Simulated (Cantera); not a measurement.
An adiabatic, constant-volume homogeneous reactor starts with H2 : O2 : N2 = 1 : 0.357 : 1.34 (molar parts), at 1300 K and 900 Torr.

Detailed kinetics in Cantera: GRI-Mech 3.0 (53 species, 325 reactions).

Task: Predict: time of steepest temperature rise; temperature at 0.200 s; equilibrium temperature; x(H2) at 0.200 s; x(O2) at 0.200 s; x(H2O) at 0.200 s; x(N2O) at 0.200 s; x(O) at 0.200 s; x(NO) at 0.200 s.

Result: 
- time of steepest temperature rise: 23.5 µs
- temperature at 0.200 s: 2990 K
- equilibrium temperature: 2990 K
- x(H2) at 0.200 s: 0.127 (gas-phase equilibrium 0.127)
- x(O2) at 0.200 s: 0.00311 (gas-phase equilibrium 0.00311)
- x(H2O) at 0.200 s: 0.255 (gas-phase equilibrium 0.255)
- x(N2O) at 0.200 s: 3.58e-7 (gas-phase equilibrium 3.58e-7)
- x(O) at 0.200 s: 0.00389 (gas-phase equilibrium 0.00389)
- x(NO) at 0.200 s: 0.00480 (gas-phase equilibrium 0.00480)
